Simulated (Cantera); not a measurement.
Diamond growth

A diamond (100) surface in a fixed gas of H2 with x(CH4) = 0.017, x(H) = 0.00052, x(CH3) = 0.0013, at 1350 K; coverages are run to steady state.

Detailed kinetics in Cantera: the Harris–Goodwin 1993 mechanism for the reconstructed diamond (100) surface.

```csv
P (Pa),growth (µm/h),θ c6HH,θ c6H*,θ c6*H,θ c6**,θ c6HM
630,0.0744,0.461,0.0475,0.469,0.0204,8.61e-5
1000,0.172,0.461,0.0474,0.468,0.0200,0.000139
1600,0.390,0.461,0.0474,0.467,0.0196,0.000226
2700,0.920,0.461,0.0472,0.466,0.0191,0.000391
4300,1.88,0.460,0.0471,0.465,0.0185,0.000637
7000,3.78,0.460,0.0470,0.464,0.0180,0.00106
11000,6.97,0.459,0.0469,0.462,0.0176,0.00169
18000,13.3,0.458,0.0468,0.461,0.0172,0.00279
```
θ: site fractions in the mechanism's names (c6HH fully hydrogenated, c6H* and c6*H radical sites, c6** diradical, c6HM methylated).
